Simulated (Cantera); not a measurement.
A Cantera script and what it prints.

```python
import numpy as np
import cantera as ct

gas_names = """
    C CH CH2 CH3 CH2OH CH3O CH4 CH3OH CO COS CO2 COOH CS CS2 C2 C2H CHCO,ketyl C2H2,acetylene
    C2H2,vinylidene CH2CO,ketene C2H3,vinyl CH3CO,acetyl C2H4 C2H4O,ethylen CH3CHO,ethanal CH3COOH
    (HCOOH)2 C2H5 C2H6 CH3OCH3 C2H5OH C2O C3 C3H3,propargyl C3H4,allene C3H4,propyne C3H4,cyclo-
    C3H5,allyl C3H6,propylene C3H6,cyclo- C3H6O C3H7,n-propyl C3H7,i-propyl C3H8 C3H8O,1propanol
    C3H8O,2propanol C3O2 C4 C4H2 C4H4,1,3-cyclo- C4H6,butadiene C4H6,2-butyne C4H6,cyclo- C4H8,1-butene
    C4H8,cis2-buten C4H8,tr2-butene C4H8,isobutene C4H8,cyclo- (CH3COOH)2 C4H9,n-butyl C4H9,i-butyl
    C4H9,s-butyl C4H9,t-butyl C4H10,isobutane C4H10,n-butane C5 C5H6,1,3cyclo- C5H8,cyclo-
    C5H10,1-pentene C5H10,cyclo- C5H11,pentyl C5H11,t-pentyl C5H12,n-pentane C5H12,i-pentane
    CH3C(CH3)2CH3 C6H2 C6H5,phenyl C6H5O,phenoxy C6H6 C6H5OH,phenol C6H10,cyclo- C6H12,1-hexene
    C6H12,cyclo- C6H13,n-hexyl C7H7,benzyl C7H8 C7H8O,cresol C7H14,1-heptene C7H15,n-heptyl
    C7H16,n-heptane C8H8,styrene C8H10,ethylbenz C8H16,1-octene C8H17,n-octyl C8H18,isooctane
    C8H18,n-octane C9H19,n-nonyl C10H8,naphthale C10H21,n-decyl C12H9,o-bipheny C12H10,bipheny Fe FeC5O5
    FeO Fe(OH)2 H HCO HO2 H2 HCHO,formaldehy HCOOH H2O H2O2 H2S H2SO4 O OH O2 O3 S SH SO SO2 SO3 S2 S2O
    S8
""".split()
cond_names = """
    C(gr) C6H6(L) C7H8(L) C8H18(L),n-octa Fe(a) Fe(c) Fe(d) Fe(L) FeC5O5(L) FeO(s) FeO(L) Fe(OH)2(s)
    Fe(OH)3(s) FeS(a) FeS(b) FeS(c) FeS(L) FeSO4(s) FeS2(s) Fe2O3(s) Fe2S3O12(s) Fe3O4(s) H2O(s) H2O(L)
    H2SO4(L) S(cr1) S(cr2) S(L)
""".split()


def load(file, names, dense=False):
    # The tables refer to 1 bar. Condensed volumes are neglected.
    table = {s.name: s for s in ct.Species.list_from_file(file)}
    out = []
    for n in names:
        d = dict(table[n].input_data)
        d["thermo"] = dict(d["thermo"], **{"reference-pressure": 1e5})
        if dense:
            d["equation-of-state"] = {"model": "constant-volume", "density": "1e6 g/cm^3"}
        out.append(ct.Species.from_dict(d))
    return out


gas = ct.Solution(thermo="ideal-gas", species=load("nasa_gas.yaml", gas_names))
cond = {s.name: ct.Solution(thermo="fixed-stoichiometry", species=[s], name=s.name)
        for s in load("nasa_condensed.yaml", cond_names, dense=True)}
atoms = {
    'FeS': {'Fe': 1, 'S': 1},
    'H2S': {'H': 2, 'S': 1},
    'CO2': {'C': 1, 'O': 2},
}
top_T = {'C(gr)': 4500, 'FeSO4(s)': 950, 'FeS2(s)': 1010, 'Fe2O3(s)': 1830, 'Fe2S3O12(s)': 1100, 'Fe3O4(s)': 1870}  # K; cautious upper limits of use, not melting points


def equilibrate(T, P, feed):
    n = {}
    for name, mol in feed.items():
        for a, k in atoms[name].items():
            n[a] = n.get(a, 0.0) + k * mol
    gas.TPX = T, P, n
    mass = sum(n.values()) * gas.mean_molecular_weight
    gas.equilibrate("TP")
    valid = [c for c in cond.values() if c.min_temp <= T <= top_T.get(c.name, c.max_temp)]
    mix = ct.Mixture([(gas, mass / gas.mean_molecular_weight)] + [(c, 0.0) for c in valid])
    mix.T, mix.P = T, P
    mix.equilibrate("TP", solver="vcs", rtol=1e-11, max_steps=5000)
    return mix


results = []
T = 1098.15  # K
P = 4400  # Pa
for m in [0.94, 1.1, 1.2, 1.4, 1.6, 1.8, 2.1, 2.3, 2.7, 3, 3.5, 3.9, 4.5]:
    feed = {'FeS': 1, 'H2S': 0.1, 'CO2': m}  # mol
    mix = equilibrate(T, P, feed)
    results.append((T, P, feed, dict(zip(mix.species_names, mix.species_moles))))

top = {s: max(r[3][s] / sum(r[3][g] for g in gas_names) for r in results) for s in gas_names}
cols = sorted((s for s in top if top[s] > 0.001), key=lambda s: -top[s])[:6]
seen = [c for c in cond_names if any(r[3].get(c, 0) > 1e-12 for r in results)]
print("log10 of partial pressures in bar; condensed amounts in mol")
print(f"{'n(CO2)':>10s}" + "".join(f"{s[:9]:>10s}" for s in cols + seen))
for T, P, feed, n in results:
    ng = sum(n[g] for g in gas_names)
    print(f"{feed['CO2']:10.4g}" + "".join(f"{np.log10(max(n[s] / ng * P / 1e5, 1e-99)):10.3f}" for s in cols)
          + "".join(f"{n.get(c, 0):10.4g}" for c in seen))
```

Result:

```
log10 of partial pressures in bar; condensed amounts in mol
    n(CO2)       CO2        CO       H2O        S2       H2S       SO2    FeS(c)
      0.94    -1.459    -2.482    -2.500    -2.814    -3.220    -3.772         1
       1.1    -1.448    -2.515    -2.547    -2.871    -3.341    -3.710         1
       1.2    -1.442    -2.534    -2.574    -2.905    -3.409    -3.678         1
       1.4    -1.432    -2.567    -2.624    -2.967    -3.532    -3.625         1
       1.6    -1.425    -2.594    -2.669    -3.025    -3.641    -3.583         1
       1.8    -1.419    -2.619    -2.710    -3.079    -3.739    -3.550         1
       2.1    -1.412    -2.649    -2.765    -3.153    -3.869    -3.513         1
       2.3    -1.409    -2.667    -2.798    -3.200    -3.947    -3.493         1
       2.7    -1.403    -2.698    -2.857    -3.287    -4.086    -3.464         1
         3    -1.400    -2.718    -2.897    -3.348    -4.180    -3.449         1
       3.5    -1.396    -2.746    -2.957    -3.443    -4.319    -3.431         1
       3.9    -1.393    -2.766    -2.999    -3.515    -4.420    -3.422         1
       4.5    -1.390    -2.792    -3.055    -3.617    -4.557    -3.414         1
```

Cantera equilibrium calculation (NASA polynomials, part measured and part estimated; ideal gas, pure solids and liquids). FeS: taken at fixed stoichiometry. Gases not in the tables: S3 to S7.
